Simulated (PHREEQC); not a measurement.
0.021 g of hydrous ferric oxide (600 m²/g; 0.2 weak and 0.005 strong sites per Fe, Dzombak-Morel constants, diffuse double layer) in 1 kg of water with 0.3 mol/kgw of an inert sodium salt and 0.019 mmol/kgw Na2HAsO4, at 25 °C; the pH is set by adding NaOH or the inert anion's acid. Oxygen is held at 0.21 atm. The system is closed to CO2. Precipitation was switched off in this run.

The numbers come from PHREEQC with the ion-association model, wateq4f.dat.

| pH | As sorbed (%) | surface charge σ (C/m²) | surface potential ψ (mV) |
|---|---|---|---|
| 4 | 99.3 | 0.180 | 90 |
| 4.75 | 99.3 | 0.132 | 75 |
| 5.5 | 99.1 | 0.084 | 55 |
| 6.25 | 98.1 | 0.039 | 30 |
| 7 | 92.3 | -0.001 | -1 |
| 7.75 | 69.7 | -0.037 | -28 |
| 8.5 | 42.5 | -0.074 | -50 |
| 9.25 | 29.2 | -0.117 | -70 |
| 10 | 20.5 | -0.169 | -87 |
